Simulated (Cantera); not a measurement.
Input: 1 mol Ti, a varied amount of C3H8, held at 1650 °C and 790 Pa.

These are equilibrium values from Cantera (NASA tables, ideal gas, pure condensed phases), not measurements of a reactor. Candidate condensed phases: C, C6H6, C7H8, C8H18, Ti, TiC; 77 gas species. Mutual solubility and eutectic melting of coexisting phases are not modelled. TiC: taken at fixed stoichiometry. Condensed phases not in the tables: N, O or C dissolved in the metal. Equilibrium is a limit: real reactors are often held back by kinetics, nucleation or transport.

log p: log10 of the partial pressure in bar; n: condensed amount in mol.

```tsv
n(C3H8) (mol)	log p H2	log p H	log p C2H2 (acetylene)	log p Ti	log p CH4	log p CH3	n Ti(β)	n TiC(s)	n C(graphite)
0.12	-2.11	-4.08	-14.10	-5.46	-11.82	-12.49	0.640	0.360	0
0.27	-2.11	-4.08	-14.10	-5.46	-11.82	-12.49	…	…	0
0.42	-2.11	-4.08	-5.45	-9.79	-7.49	-8.17	0	1.00	0.258
0.56	-2.11	-4.08	-5.45	-9.79	-7.49	-8.17	0	1.00	0.678
0.71	-2.11	-4.08	-5.45	-9.79	-7.49	-8.17	0	1.00	1.13
0.86	-2.11	-4.08	-5.45	-9.79	-7.49	-8.17	0	1.00	1.58
1	-2.11	-4.08	-5.45	-9.79	-7.49	-8.17	0	1.00	…
1.2	-2.11	-4.08	-5.45	-9.79	-7.49	-8.17	0	1.00	2.60
```

Q: Complete the blanks.

A: 
- 0.27, n Ti(β): 0.190
- 0.27, n TiC(s): 0.810
- 1, n C(graphite): 2.00
